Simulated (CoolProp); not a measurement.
Saturated liquid density (kg/m³) of R1234yf: the reference equation beside estimates from Tc = 94.7 °C, pc = 3.384 MPa, ω = 0.276. Rackett uses Z = 0.29056 − 0.08775 ω.

Computed with CoolProp (reference Helmholtz-energy equation of state, Lemmon 2022).

```
T (°C)  reference  Rackett  van der Waals  Redlich-Kwong  Peng-Robinson
------  ---------  -------  -------------  -------------  -------------
0.75         1174     1160          691.0          992.1           1180
6.05         1157     1143          681.0          974.0           1160
11.35        1139     1126          670.6          955.3           1140
16.55           …     1108          660.0          936.4           1118
21.85        1103     1090          648.8          916.3           1096
27.15        1084     1071          637.2          895.3           1072
32.45        1064     1051          625.1          873.5           1047
37.75        1043     1030          612.5          850.8           1020
43.05           …     1008          599.2          826.8          991.7
48.25       997.9    985.6          585.5          802.2          961.9
53.55       973.2    961.3              …          775.6          929.4
58.85       946.6    935.4          554.8          747.3          894.3
64.15           …    907.4          537.8          716.9          856.2
69.45       886.0    876.7          519.1          684.0          814.2
74.75       850.2    842.3          498.5          647.8          767.3
```

Q: Some entries are withheld; supply them.

A: 
- 16.55, reference: 1122
- 43.05, reference: 1021
- 53.55, van der Waals: 570.7
- 64.15, reference: 917.8

Absolute difference from the reference over all 15 rows, mean and median: Rackett 1.2 and 1.2 %, van der Waals 41.3 and 41.3 %, Redlich-Kwong 18.9 and 18.4 %, Peng-Robinson 3.2 and 2.2 %.
